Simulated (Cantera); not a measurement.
Input (Python, Cantera) and output of one run.

```python
import numpy as np
import cantera as ct

gas_names = [...]  # 45 gases of nasa_gas.yaml made of Al, Cl, H, N, O
cond_names = """
    AL(cr) AL(L) ALCL3(s) ALCL3(L) ALN(s) AL2O3(a) AL2O3(L) H2O(s) H2O(L) NH4CL(a) NH4CL(b)
""".split()


# ... load() reads the species with a 1 bar reference pressure and builds the phases ...
atoms = {
    'AlCl3': {'AL': 1, 'CL': 3},
    'N2O': {'N': 2, 'O': 1},
    'H2': {'H': 2},
}
top_T = {'ALN(s)': 2750}  # K; cautious upper limits of use, not melting points


# ... equilibrate(T, P, feed) seeds the gas with the atoms and calls Mixture.equilibrate('TP', solver="vcs", rtol=1e-11, max_steps=5000) ...
results = []
T = 1798.15  # K
P = 370  # Pa
for m in [0.78, 1.2, 1.9, 3, 4.7, 7.3, 11]:
    feed = {'AlCl3': 1, 'N2O': m, 'H2': 3.7}  # mol
    mix = equilibrate(T, P, feed)
    results.append((T, P, feed, dict(zip(mix.species_names, mix.species_moles))))
    x = sorted(zip(gas.X, gas.species_names), reverse=True)
    print(f"T = {T:g} K  P = {P:g} Pa  n(N2O) = {m:g} mol  gas = {mix.phase_moles(0):.4g} mol")
    print("   x: " + "  ".join(f"{s} {v:.3e}" for v, s in x if v > 0.0001))
    print("   condensed (mol): " + ("  ".join(f"{mix.phase(i).name} {mix.phase_moles(i):.4g}"
          for i in range(1, mix.n_phases) if mix.phase_moles(i) > 1e-12) or "none"))
```

It prints:

```
T = 1798.15 K  P = 370 Pa  n(N2O) = 0.78 mol  gas = 6.087 mol
   x: H2 4.251e-01  HCL 3.613e-01  N2 1.281e-01  ALCL 4.596e-02  ALCL3 1.706e-02  ALCL2 1.595e-02  H 3.779e-03  CL 2.459e-03  H2O 1.992e-04
   condensed (mol): AL2O3(a) 0.2595
T = 1798.15 K  P = 370 Pa  n(N2O) = 1.2 mol  gas = 6.444 mol
   x: HCL 4.072e-01  H2 3.684e-01  N2 1.862e-01  ALCL 1.593e-02  ALCL3 8.667e-03  ALCL2 6.691e-03  H 3.518e-03  CL 2.977e-03  H2O 3.974e-04
   condensed (mol): AL2O3(a) 0.3991
T = 1798.15 K  P = 370 Pa  n(N2O) = 1.9 mol  gas = 7.124 mol
   x: HCL 4.174e-01  N2 2.667e-01  H2 2.531e-01  H2O 5.613e-02  CL 3.682e-03  H 2.916e-03
   condensed (mol): AL2O3(a) 0.4999
T = 1798.15 K  P = 370 Pa  n(N2O) = 3 mol  gas = 8.23 mol
   x: N2 3.645e-01  HCL 3.591e-01  H2O 1.820e-01  H2 8.704e-02  CL 5.401e-03  H 1.710e-03  OH 2.351e-04
   condensed (mol): AL2O3(a) 0.5
T = 1798.15 K  P = 370 Pa  n(N2O) = 4.7 mol  gas = 10.51 mol
   x: N2 4.466e-01  HCL 2.504e-01  H2O 2.245e-01  O2 3.782e-02  CL 3.505e-02  OH 2.699e-03  NO 1.320e-03  H2 1.005e-03  O 3.823e-04  H 1.837e-04
   condensed (mol): AL2O3(a) 0.5
T = 1798.15 K  P = 370 Pa  n(N2O) = 7.3 mol  gas = 14.45 mol
   x: N2 5.039e-01  HCL 1.711e-01  H2O 1.684e-01  O2 1.134e-01  CL 3.638e-02  OH 3.076e-03  NO 2.427e-03  O 6.618e-04  H2 4.355e-04  H 1.209e-04
   condensed (mol): AL2O3(a) 0.5
T = 1798.15 K  P = 370 Pa  n(N2O) = 11 mol  gas = 20.04 mol
   x: N2 5.474e-01  O2 1.715e-01  H2O 1.242e-01  HCL 1.174e-01  CL 3.224e-02  NO 3.111e-03  OH 2.929e-03  O 8.141e-04  H2 2.610e-04
   condensed (mol): AL2O3(a) 0.5
```

Equilibrium computed with Cantera from the NASA thermochemical tables; the gas is ideal and each condensed phase is pure. The tables' values for AlCl2 are old estimates; treat these amounts as uncertain.
